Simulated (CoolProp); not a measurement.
R21 along the isotherm 21.45 °C: Z from the reference equation and from simpler models built on Tc = 179.6 °C, pc = 52.89 bar, ω = 0.206; each cubic takes its own stable root.

Computed with CoolProp (reference Helmholtz-energy equation of state, Platzer 1990). This equation is an older, rougher fit; its heat capacities, sound speeds and derivatives of the liquid may be far off and weren't checked against measurements.

```csv
p (bar),phase,reference,van der Waals,Redlich-Kwong,Peng-Robinson
33.1,liquid,0.1005,0.1594,0.1096,0.09469
66.1,liquid,0.1995,0.3131,0.2169,0.1879
99.2,liquid,0.2978,0.4634,0.3227,0.2803
132,liquid,0.3943,0.6094,0.4261,0.3710
165,liquid,0.4905,0.7539,0.5288,0.4613
198,liquid,0.5860,0.8964,0.6303,0.5509
231,liquid,0.6807,1.037,0.7308,0.6398
264,liquid,0.7748,1.177,0.8304,0.7281
```
